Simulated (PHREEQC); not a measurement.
Make-up at 20 °C: 1.1 mol NaCl and 0.0028 mol Na2B4O7 per kg of water. It is in equilibrium with CO2 at log p = -3.5 (atm). Otherwise closed; pH follows from the charge balance.

Computed with PHREEQC (Pitzer model, pitzer.dat).

Precipitation was switched off in this run.

Problem. Order these C species by the share of C that they hold, largest first: CO2, HCO3-, CO3-2.

Solution. HCO3- (93 %), CO3-2 (7.0 %), CO2 (0.43 %)

Problem. Order these B species by the share of B that they hold, largest first: B3O3(OH)4-, B(OH)3, B(OH)4-.

Solution. B(OH)3 (73 %), B(OH)4- (27 %), B3O3(OH)4- (0.40 %)

The pH is 8.39 and the ionic strength 1.11 mol/kgw. In brines, pH and single-ion activities rest on the MacInnes convention.
